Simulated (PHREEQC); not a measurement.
## Copper plating or etch bath: speciation

Solution (25 °C): 3.2 mmol/kgw CuCl2 and 0.23 mmol/kgw NaCl. Closed to the air; pH follows from the charge balance.

Model: ion-association model, wateq4f.dat, run in PHREEQC.

Precipitation was switched off in this run.

Problem. What pH does the model give?

Solution. pH 5.03.

Problem. In which forms is Cu present?

Solution. Cu+2 99 %, CuCl+ 1.2 % of the Cu.

Examples of supersaturated solids here: Atacamite. Others may be too.
